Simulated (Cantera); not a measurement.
An isothermal, constant-pressure homogeneous reactor starts with NH3 : H2 = 1 : 2.8 (molar parts), at 1873 K and 10.00 Torr.

Computed with Cantera and the gas-phase N/H chemistry of the illustrative SiF4/NH3 mechanism in the Surface Chemkin manual (1991). Walls and surfaces, which speed up NH3 decomposition in real reactors, are not modelled.

Task: Predict: x(NH3) at 10.0 s; x(H2) at 10.0 s; x(N2H2) at 10.0 s; x(N2) at 10.0 s; x(NH2) at 10.0 s; x(N) at 10.0 s.

Result: 
| Item | Value |
|---|---|
| x(NH3) at 10.0 s | 0.0622 (gas-phase equilibrium 9.05e-8) |
| x(H2) at 10.0 s | 0.858 (gas-phase equilibrium 0.891) |
| x(N2H2) at 10.0 s | 2.20e-7 (gas-phase equilibrium <1e-12) |
| x(N2) at 10.0 s | 0.0794 (gas-phase equilibrium 0.104) |
| x(NH2) at 10.0 s | 0.000133 (gas-phase equilibrium 1.49e-9) |
| x(N) at 10.0 s | 5.15e-7 (gas-phase equilibrium 3.55e-10) |
